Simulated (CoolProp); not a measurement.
Vapour-liquid equilibrium of R134a (1) + R245fa (2) at 8.16 bar; x and y are mole fractions of (1).

Values from CoolProp's multi-fluid Helmholtz-energy mixture model, Tillner-Roth 1994 and Akasaka 2015; pair parameters Akasaka 2014.

Question: Give the bubble temperature and the first vapour's composition at x = 0.125, 0.2, 0.35. Is there an azeotrope?

Answer: x = 0.125: 345.3 K, y = 0.275; x = 0.2: 340.4 K, y = 0.404; x = 0.35: 331.6 K, y = 0.604. No azeotrope shows between x = 0.05 and 0.95.

Pair parameters are fitted to limited data, so mixtures are less certain than the pure fluids.
